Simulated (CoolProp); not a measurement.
A simple Rankine cycle with R115: condensing at 292.15 K, boiler at 2.44 MPa, turbine inlet 381.2 K, turbine efficiency 0.75, pump efficiency 0.6, no recuperator. Each further row changes one setting.

Values from CoolProp's reference Helmholtz-energy equation of state, Lemmon 2016.

| case | thermal efficiency (%) | net work (kJ/kg) | heat in (kJ/kg) | turbine exit temperature (K) | volume ratio over the turbine |
|---|---|---|---|---|---|
| as stated | 7.7 | ? | 156 | 348.8 | ? |
| turbine inlet 401.2 K | 7.7 | ? | 175 | 370.3 | 3.34 |
| condensing temperature 284.15 K | 9.0 | 14.7 | 164 | 343.8 | ? |
| boiler pressure 1.71 MPa | 5.7 | ? | 163 | 360.8 | 2.29 |
| turbine efficiency 0.65 | 6.5 | 10.2 | 156 | ? | 3.49 |

Problem. Fill in the missing entries.

Solution. 
- as stated, net work (kJ/kg): 12.1
- as stated, volume ratio over the turbine: 3.46
- turbine inlet 401.2 K, net work (kJ/kg): 13.4
- condensing temperature 284.15 K, volume ratio over the turbine: 4.34
- boiler pressure 1.71 MPa, net work (kJ/kg): 9.31
- turbine efficiency 0.65, turbine exit temperature (K): 351.1
